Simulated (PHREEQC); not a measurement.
Dissolve 0.00095 mol/kgw NaHS and 0.0058 mol/kgw NaHCO3 at 25 °C. Closed to the air; pH follows from the charge balance.

Computed with PHREEQC (ion-association model, wateq4f.dat).

No solid was allowed to form.

Estimate the pH, ionic strength.

pH 8.35; ionic strength 0.00680 mol/kgw.

In which forms is S present?

HS- 97 %, H2S 3.5 % of the S.

The polysulfide entries of wateq4f.dat were taken out for this run.
